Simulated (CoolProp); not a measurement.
Properties of R152A along the isotherm 500 K (Tc = 386.4 K, pc = 4517 kPa, ω = 0.275).

Computed with CoolProp (reference Helmholtz-energy equation of state, Outcalt 1996). It is a modified Benedict-Webb-Rubin equation, recast in Helmholtz form.

```
p (kPa)  phase  density (kg/m³)  isothermal compressibility (1/MPa)  Prandtl number  fugacity coefficient
-------  -----  ---------------  ----------------------------------  --------------  --------------------
7.14       gas           0.1135                               140.1           0.796                0.9998
12.1       gas           0.1923                               82.68           0.796                0.9996
20.3       gas           0.3227                               49.29           0.796                0.9994
34.3       gas           0.5456                               29.19           0.796                0.9989
57.9       gas           0.9216                               17.30           0.796                0.9982
97.8       gas            1.559                               10.26           0.796                0.9969
165        gas            2.635                               6.093           0.797                0.9948
278        gas            4.456                               3.629           0.798                0.9912
470        gas            7.581                               2.160           0.799                0.9852
793        gas            12.93                               1.294           0.802                0.9751
1340       gas            22.24                              0.7799           0.808                0.9582
2260       gas            38.72                              0.4774           0.819                0.9304
```

Viscosity comes from a separate model (Bell 2016), an estimate that may be off by 10 % or more. Thermal conductivity comes from a separate model (Krauss 1996).
